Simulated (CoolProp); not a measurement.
R22 at 298.15 K and 0.0658 MPa is compressed adiabatically to 0.118 MPa with isentropic efficiency 0.75. Each further row changes one setting.

The numbers come from the reference Helmholtz-energy equation of state, Kamei 1995 in CoolProp.

| case | work (kJ/kg) | final temperature (K) | final density (kg/m³) |
|---|---|---|---|
| as stated | ? | ? | ? |
| efficiency 1 | ? | ? | ? |
| efficiency 0.65 | 26.6 | ? | ? |

Task: Complete the blanks.

Result: 
- as stated, work (kJ/kg): 23.1
- as stated, final temperature (K): 333.1
- as stated, final density (kg/m³): 3.73
- efficiency 1, work (kJ/kg): 17.3
- efficiency 1, final temperature (K): 324.8
- efficiency 1, final density (kg/m³): 3.83
- efficiency 0.65, final temperature (K): 338.1
- efficiency 0.65, final density (kg/m³): 3.67
